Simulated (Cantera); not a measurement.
A freely propagating, adiabatic, planar premixed flame of CH4 : CO : O2 : N2 = 1 : 0.079 : 3 : 11.3 (molar parts), equivalence ratio 0.68, unburnt at 450 K and 2.30 bar; mixture-averaged transport, grid criteria slope 0.08 and curve 0.16, no radiation.

Cantera simulation using GRI-Mech 3.0 (53 species, 325 reactions); the numbers are that mechanism's predictions, not measurements. Burning velocities carry a grid error of a few per cent, more on coarse grids.

### Question
What does this change do: O2 3 to 3.8 parts?

### Answer
```csv
quantity,before,after
laminar burning velocity,29.4 cm/s,26.9 cm/s
thermal thickness,0.308 mm,0.323 mm
peak x(C2H6),0.000364,0.000280
peak x(CH3),0.000640,0.000512
```

### Question
What does this change do: inlet temperature 450 to 675 K?

### Answer
| quantity | before | after |
|---|---|---|
| laminar burning velocity | 29.4 cm/s | 83.3 cm/s |
| thermal thickness | 0.308 mm | 0.208 mm |
| peak x(C2H6) | 0.000364 | 0.000491 |
| peak x(CH3) | 0.000640 | 0.00107 |
